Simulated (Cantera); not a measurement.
What does this Cantera script print?

```python
import numpy as np
import cantera as ct

gas_names = [...]  # 123 gases of nasa_gas.yaml made of C, H, O, Si
cond_names = """
    C(gr) C6H6(L) C7H8(L) C8H18(L),n-octa H2O(s) H2O(L) Si(cr) Si(L) SiC(b) SiO2(Lqz) SiO2(hqz) SiO2(L)
""".split()


# ... load() reads the species with a 1 bar reference pressure and builds the phases ...
atoms = {
    'TEOS': {'Si': 1, 'C': 8, 'H': 20, 'O': 4},
    'O2': {'O': 2},
    'H2': {'H': 2},
    'CO2': {'C': 1, 'O': 2},
}
top_T = {'C(gr)': 4500, 'SiC(b)': 3050}  # K; cautious upper limits of use, not melting points


# ... equilibrate(T, P, feed) seeds the gas with the atoms and calls Mixture.equilibrate('TP', solver="vcs", rtol=1e-11, max_steps=5000) ...
results = []
feed = {'TEOS': 1, 'O2': 0.16, 'H2': 0.18, 'CO2': 8.9}  # mol
T = 1573  # K
P = 53  # Pa
mix = equilibrate(T, P, feed)
results.append((T, P, feed, dict(zip(mix.species_names, mix.species_moles))))
print(gas.report(threshold=1e-06))
for i in range(1, mix.n_phases):
    print(f"{mix.phase(i).name:16s} {mix.phase_moles(i):12.5e} mol")
```

Result:

```
       temperature   1573 K
          pressure   53 Pa
           density   8.1595e-05 kg/m^3
  mean mol. weight   20.135 kg/kmol
   phase of matter   gas

                          1 kg             1 kmol
                     ---------------   ---------------
          enthalpy       -2.8302e+06       -5.6986e+07  J
   internal energy       -3.4798e+06       -7.0065e+07  J
           entropy             15017        3.0236e+05  J/K
    Gibbs function       -2.6452e+07        -5.326e+08  J
 heat capacity c_p            1813.9             36523  J/K
 heat capacity c_v              1401             28209  J/K

                      mass frac. Y      mole frac. X     chem. pot. / RT
                     ---------------   ---------------   ---------------
                CO           0.80206           0.57656           -43.457
               CO2           0.10305          0.047149           -71.115
                 H        4.8703e-05        0.00097285           -13.739
                H2          0.030381           0.30343           -27.478
               H2O          0.064224          0.071781           -55.135
                OH        7.0186e-06        8.3094e-06           -41.396
               SiO        0.00022346        0.00010206           -53.227
     [ +116 minor]        1.3074e-07        6.1592e-08

C(gr)             0.00000e+00 mol
Si(cr)            0.00000e+00 mol
SiC(b)            0.00000e+00 mol
SiO2(hqz)         9.97233e-01 mol
```

Method: chemical equilibrium by Gibbs-energy minimisation in Cantera with the NASA 1993 tables (ideal gas, pure condensed phases). The feed counts by its element totals alone. The tables hold silica as quartz up to 1696 K and as liquid above; real silica turns to tridymite and cristobalite and melts near 1996 K.
